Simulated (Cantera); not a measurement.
Charge: 1 mol AlBr₃, 0.51 mol N₂, 1.9 mol H₂, at 74.0 Pa.

Method: chemical equilibrium by Gibbs-energy minimisation in Cantera with the NASA 1993 tables (ideal gas, pure condensed phases). Candidate condensed phases: Al, AlBr₃, AlN, Br₂; 19 gas species. Equilibrium is a limit: real reactors are often held back by kinetics, nucleation or transport.

**Question.** At 1873 K, list the 6 most abundant gas species with their mole fractions, and the condensed phases.

**Answer.** H₂ 0.291, Br 0.232, AlBr 0.197, HBr 0.163, N₂ 0.102, H 0.0128. Condensed: gas only.
